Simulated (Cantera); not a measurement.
A perfectly stirred reactor is fed with NH₃ : N₂ = 1 : 11 (molar parts), at 100.0 Torr; it is held at 2048 K, and followed from long to short residence time.

Cantera simulation using the gas-phase N/H chemistry of the illustrative SiF4/NH3 mechanism in the Surface Chemkin manual (1991); the numbers are that mechanism's predictions, not measurements. Walls and surfaces, which speed up NH3 decomposition in real reactors, are not modelled.

Problem. What does this change do: temperature 2048 to 1325 K?

Solution. 
| quantity | before | after |
|---|---|---|
| x(NH₃) at τ = 4.30 s | 0.00285 | 0.0831 |
| x(NH₂) at τ = 4.30 s | 3.32e-5 | 5.09e-6 |
| x(N₂) at τ = 4.30 s | 0.886 | 0.917 |
| x(N₂H₄) at τ = 4.30 s | 4.65e-11 | 7.33e-9 |
| x(H) at τ = 4.30 s | 0.000439 | 9.50e-9 |
| x(NH₃) at τ = 37.0 ms | 0.0652 | 0.0833 |
| x(NH₂) at τ = 37.0 ms | 0.000346 | 1.19e-7 |
| x(N₂) at τ = 37.0 ms | 0.910 | 0.917 |
| x(N₂H₄) at τ = 37.0 ms | 5.06e-9 | 3.95e-12 |
| x(H) at τ = 37.0 ms | 4.62e-5 | 4.17e-11 |

Problem. What does this change do: temperature 2048 to 2098 K?

Solution. 
| quantity | before | after |
|---|---|---|
| x(NH₃) at τ = 4.30 s | 0.00285 | 0.00161 |
| x(NH₂) at τ = 4.30 s | 3.32e-5 | 2.78e-5 |
| x(N₂) at τ = 4.30 s | 0.886 | 0.885 |
| x(N₂H₄) at τ = 4.30 s | 4.65e-11 | 2.24e-11 |
| x(H) at τ = 4.30 s | 0.000439 | 0.000649 |
| x(NH₃) at τ = 37.0 ms | 0.0652 | 0.0581 |
| x(NH₂) at τ = 37.0 ms | 0.000346 | 0.000376 |
| x(N₂) at τ = 37.0 ms | 0.910 | 0.907 |
| x(N₂H₄) at τ = 37.0 ms | 5.06e-9 | 4.10e-9 |
| x(H) at τ = 37.0 ms | 4.62e-5 | 7.69e-5 |
